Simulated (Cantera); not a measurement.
Input: 1 mol PH3, 1.6 mol O2, held at 0.133 bar.

These are equilibrium values from Cantera (NASA tables, ideal gas, pure condensed phases), not measurements of a reactor. Candidate condensed phases: H2O, P, P4O10; 17 gas species. Gases not in the tables: HPO2, HPO3 and P4O6. Kinetics and transport are ignored. All values below are at 1850 °C.

Base state: H2O 0.518, PO2 0.357, H2 0.0778, PO 0.0420, H 0.00274, OH 0.00226, O2 0.000160, O 5.64e-5 (mole fractions); condensed: gas only.

Question: What changes in the equilibrium state with this change: O2 from 1.6 to 0.17 mol?

Answer: 
```json
[
 {"species": "H2", "before": "0.0778", "after": "0.651"},
 {"species": "P2", "before": "7.17e-6", "after": "0.188"},
 {"species": "PO", "before": "0.0420", "after": "0.0868"},
 {"species": "H2O", "before": "0.518", "after": "0.0554"},
 {"species": "PO2", "before": "0.357", "after": "0.00942"},
 {"species": "P4", "before": "<1e-9", "after": "3.28e-5"},
 {"species": "O2", "before": "0.000160", "after": "2.60e-8"},
 {"species": "PH", "before": "7.93e-7", "after": "0.000371"},
 {"species": "P", "before": "7.22e-6", "after": "0.00117"},
 {"species": "O", "before": "5.64e-5", "after": "7.20e-7"}
]
```
